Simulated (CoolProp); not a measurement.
A Linde-Hampson liquefier for ethane: isothermal reversible compression at 320 K from 1 atm to 15 MPa, throttling to 1 atm, return gas leaving the recuperator 0 K below the feed. Each further row changes one setting.

The numbers come from the reference Helmholtz-energy equation of state, Bücker 2006 in CoolProp.

```
case                        liquid yield per pass  compression work (kJ/kg of gas)
--------------------------  ---------------------  -------------------------------
as stated                                   0.457                              353
high pressure 30 MPa                        0.467                              390
warm-end temperature 350 K                  0.359                              414
warm-end gap 5 K                            0.450                              353
```
